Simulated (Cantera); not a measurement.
Input: 1 mol MgO, 0.01 mol Cl2, 0.15 mol N2, equilibrated at 1.50 bar.

Cantera equilibrium calculation (NASA polynomials, part measured and part estimated; ideal gas, pure solids and liquids). Candidate condensed phases: Mg, MgCl2, MgO; 18 gas species. Equilibrium is a limit: real reactors are often held back by kinetics, nucleation or transport. All values below are at 1375 K.

Base state: N2 0.928, Cl2 0.0434, MgCl2 0.0165, O2 0.00817, Cl 0.00397, NO 0.000134, ClO 1.29e-5 (mole fractions); condensed: MgO(s).

Problem. What changes in the equilibrium state with this change: pressure from 1.50 bar to 0.133 bar?

Solution. 
| species | before | after |
|---|---|---|
| N2 | 0.928 | 0.919 |
| Cl2 | 0.0434 | 0.0282 |
| MgCl2 | 0.0165 | 0.0277 |
| Cl | 0.00397 | 0.0107 |
| O2 | 0.00817 | 0.0138 |
| NO | 0.000134 | 0.000174 |
| ClO | 1.29e-5 | 1.35e-5 |
| MgO(s), mol | 0.997 | 0.995 |

Problem. What changes in the equilibrium state with this change: MgO replaced by Fe?

Solution. 
```tsv
species	before	after
N2	0.928	0.938
FeCl2	0	0.0613
Fe2Cl4	0	0.000615
Cl2	0.0434	1.54e-9
MgCl2	0.0165	0
O2	0.00817	0
NO	0.000134	0
FeCl3	0	2.22e-5
ClO	1.29e-5	0
Cl	0.00397	7.49e-7
MgO(s), mol	0.997	0
Fe(γ), mol	0	0.990
```
Further candidate phases: Fe, FeCl2, FeCl3.
